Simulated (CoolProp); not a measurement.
Vapour-liquid equilibrium of dimethyl ether (1) + R227EA (2) at 0.635 MPa; x and y are mole fractions of (1).

Values from CoolProp's multi-fluid Helmholtz-energy mixture model, Wu 2011 and Lemmon 2016; pair parameters Bell 2016.

```csv
x,"bubble temperature, mixture model (K)","bubble temperature, Raoult's law (K)","y, mixture model","y, Raoult's law"
0.05,310.8,309.0,0.025,0.063
0.15,313.4,308.1,0.103,0.184
0.25,?,307.2,0.218,0.299
0.35,315.5,306.2,?,0.408
0.45,314.7,305.3,0.505,0.512
0.55,312.8,304.5,0.644,0.611
0.65,?,303.6,?,0.705
0.75,307.4,302.8,0.854,0.794
0.85,304.6,301.9,0.925,0.880
0.95,301.9,301.1,0.978,0.961
```

Problem. Complete the blanks.

Solution. 
- 0.25, bubble temperature, mixture model (K): 315.1
- 0.35, y, mixture model: 0.357
- 0.65, bubble temperature, mixture model (K): 310.2
- 0.65, y, mixture model: 0.761

The largest gap from Raoult's law is +9.4 K in bubble temperature, at x = 0.45. y crosses x between x = 0.25 and 0.35: the model has an azeotrope there.

Pair parameters are fitted to limited data, so mixtures are less certain than the pure fluids.
